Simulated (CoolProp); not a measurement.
Properties of n-octane at several states.

Computed with CoolProp (reference Helmholtz-energy equation of state, Beckmüller 2019).

```tsv
T (°C)	p (MPa)	phase	Z	cp (kJ/(kg K))	fugacity coefficient
251.25	0.388	gas	0.9200	2.663	0.9253
210.25	6.17	liquid	0.3232	2.994	…
-16.15	0.215	liquid	0.01571	…	0.0005497
122.35	2.83	liquid	0.1587	2.618	…
-33.85	0.0208	liquid	0.001602	2.042	0.001183
320.45	0.0384	gas	0.9952	2.846	0.9952
```

Some entries are withheld; supply them.


- 210.25, fugacity coefficient: 0.1200
- -16.15, cp (kJ/(kg K)): 2.092
- 122.35, fugacity coefficient: 0.03618
